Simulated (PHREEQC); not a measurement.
1 kg of water holding 4.2 mmol/kgw K2CO3 and 65 mmol/kgw KCl is evaporated at 30 °C; the solids stay in contact with the brine. The system is closed to CO2. Solids allowed: Kalicinite, Sylvite. Others were left out.

Base run: PHREEQC, Pitzer model, pitzer.dat. Each further column changes one thing. The table gives ionic strength.

| H2O removed (mol) | base | temperature from 30 to 5 °C | temperature from 30 to 75 °C |
|---|---|---|---|
| 0 | 0.0768 | 0.0772 | 0.0757 |
| 24.69 | 0.139 | 0.139 | 0.137 |
| 34.69 | 0.206 | 0.206 | 0.204 |
| 43.95 | 0.371 | 0.372 | 0.369 |
| 49.09 | 0.669 | 0.670 | 0.666 |
| 51.94 | 1.21 | 1.21 | 1.20 |
| 53.1 | 1.79 | 1.79 | 1.78 |
| 54.17 | 3.22 | 3.22 | 3.21 |
| 54.76 | 5.61 | 4.54 | 5.78 |
| 55.01 | 5.91 | 4.88 | 7.31 |
| 55.23 | 6.66 | 5.71 | 7.89 |

 Away from 25 °C the constants follow the database's enthalpies or fits; those with neither stay at their 25 °C values.
